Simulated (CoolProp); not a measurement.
n-decane along the isotherm 620 K: fugacity coefficient from the reference equation and from simpler models built on Tc = 617.7 K, pc = 2.101 MPa, ω = 0.488; each cubic takes its own stable root.

Computed with CoolProp (reference Helmholtz-energy equation of state, Lemmon 2006). It is a short technical equation, of lower accuracy than the large ones.

```
p (MPa)          phase  reference
-------  -------------  ---------
0.21               gas     0.9651
0.42               gas     0.9306
0.63               gas     0.8964
0.841              gas     0.8622
1.05               gas     0.8285
1.26               gas     0.7946
1.47               gas     0.7607
1.68               gas     0.7263
1.89               gas     0.6911
2.31     supercritical     0.6087
2.52     supercritical     0.5676
2.73     supercritical     0.5325
2.94     supercritical     0.5022
3.15     supercritical     0.4759
```

Task: How far does each simpler model (van der Waals, Soave-Redlich-Kwong) lie from the reference over these 14 states: mean and median of the absolute difference, and the worst?

Result: 
- van der Waals: mean 5.6 %, median 4.9 %, worst +11.7 % at 620 K and 3.15 MPa
- Soave-Redlich-Kwong: mean 2.4 %, median 1.7 %, worst +5.8 % at 620 K and 3.15 MPa
